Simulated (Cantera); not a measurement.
Charge: 1 mol c-C4F8, 1.7 mol HCl, at 38.0 Pa.

These are equilibrium values from Cantera (NASA tables, ideal gas, pure condensed phases), not measurements of a reactor. Candidate condensed phases: C, C6H6, C7H8, C8H18; 118 gas species. The feed counts by its element totals alone. Gases not in the tables: C2F6 and larger saturated fluorocarbons. Rates play no part.

Over these rows the condensed part is C(graphite). Partial pressures as log10 of bar:

| T (K) | 1000/T (1/K) | log p HCl | log p HF | log p Cl | log p CF4 | log p CF2 |
|---|---|---|---|---|---|---|
| 1498 | 0.6676 | -5.58 | -3.89 | -3.92 | -3.91 | -6.34 |
| 1598 | 0.6258 | -5.95 | -3.89 | -3.90 | -3.92 | -5.73 |
| 1698 | 0.5889 | -6.29 | -3.89 | -3.90 | -3.94 | -5.21 |
| 1798 | 0.5562 | ? | -3.91 | -3.91 | -3.99 | -4.76 |
| 1898 | 0.5269 | -6.92 | -3.95 | -3.95 | -4.13 | -4.40 |
| 1998 | 0.5005 | -7.22 | -4.01 | -4.01 | -4.46 | -4.19 |

Q: Fit log p(HCl) = a + b·(1000/T) to the five rows, give the apparent enthalpy, and predict the row at 1798 K.

A: Means: 1000/T = 0.5819, log p = -6.392. Sxy = 0.186145, Sxx = 0.0189717, so b = 9.81 and a = -6.392 − (9.81)×0.5819 = -12.10.
Apparent enthalpy: −19.145 × (9.81) = -188 kJ/mol. With the condensed phases at unit activity, 1/4 C(graphite) + HF(g) + Cl(g) = HCl(g) + 1/4 CF4(g) links this pressure to the main gases: over the six rows their terms move log p by -0.07 in all, so the slope is close to that reaction's ΔH°. The five rows lie within 0.03 of the line.
Prediction at 1798 K: -12.10 + (9.81)×0.5562 = -6.64. The computed value is -6.61, 0.03 from the line.
